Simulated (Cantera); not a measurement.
Feed: 1 mol B2H6, 0.13 mol H2O, 0.13 mol N2, equilibrated at 0.0270 bar.

Method: chemical equilibrium by Gibbs-energy minimisation in Cantera with the NASA 1993 tables (ideal gas, pure condensed phases). Candidate condensed phases: B, BN, B2O3, B3O3H3, H2O; 39 gas species. The feed counts by its element totals alone. N2 is the only nitrogen source here; it is nearly inert below about 1500 K, so the nitride shown seldom forms there in practice. Mutual solubility and eutectic melting of coexisting phases are not modelled. Rates play no part. All values below are at 1225 °C.

Base state: H2 0.973, HBO 0.0210, B2O2 0.00340, B3O3H3 0.00109, B2O3 0.000771, HBO2 0.000525, H 0.000103, BO 5.83e-5 (mole fractions); condensed: B(s) + BN(s) + B2O3(l).

Q: What changes in the equilibrium state with this change: H2O from 0.13 to 0.072 mol?

A: 
```tsv
species	before	after
H2	0.973	0.981
HBO	0.0210	0.0161
B2O2	0.00340	0.00198
B2O3	0.000771	0.000342
B3O3H3	0.00109	0.000488
HBO2	0.000525	0.000306
B(s), mol	1.62	1.67
BN(s), mol	0.260	0.260
B2O3(l), mol	0.00680	0
```
